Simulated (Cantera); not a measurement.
# N2O furnace oxynitridation

An isothermal, constant-pressure homogeneous reactor starts with 84.0 % N2O, 16.0 % H2O, at 1498 K and 0.0267 bar.

Computed with Cantera and GRI-Mech 3.0 (53 species, 325 reactions). GRI-Mech 3.0 was tuned for natural gas; its chemistry of N2O as a main component is partial and can be far from experiment. Radical loss at walls, strong at low pressure, is not modelled. The temperature is held fixed by assumption; the heat of reaction is taken as removed at once.

| t (s) | x N2O | x H2O | x NO | x NO2 | x OH | x H2O2 |
|---|---|---|---|---|---|---|
| 2.00e-5 | 0.840 | 0.160 | 9.06e-7 | <1e-12 | 1.40e-6 | 1.63e-12 |
| 0.000102 | 0.840 | 0.160 | 1.75e-5 | 6.17e-11 | 2.67e-5 | 7.78e-10 |
| 0.000518 | 0.839 | 0.159 | 0.000174 | 1.46e-7 | 0.000237 | 1.01e-7 |
| 0.00264 | 0.832 | 0.159 | 0.00104 | 1.81e-5 | 0.000539 | 2.99e-7 |
| 0.0134 | 0.799 | 0.157 | 0.00527 | 0.000217 | 0.000572 | 2.16e-7 |
| 0.0683 | 0.656 | 0.149 | 0.0233 | 0.000656 | 0.000592 | 9.70e-8 |
| 0.347 | 0.280 | 0.128 | 0.0694 | 0.000443 | 0.000555 | 2.04e-8 |
| 1.77 | 0.00983 | 0.113 | 0.0984 | 5.30e-5 | 0.000435 | 4.51e-9 |
| 9.00 | 1.91e-6 | 0.112 | 0.0989 | 9.37e-5 | 0.000211 | 1.87e-9 |
x: mole fraction; the columns are a selection and need not sum to one.

Equilibrium at this temperature and pressure: N2O 1.08e-8, H2O 0.112, NO 0.00125, NO2 1.30e-6, OH 0.000220, H2O2 2.05e-9 (gas phase only).
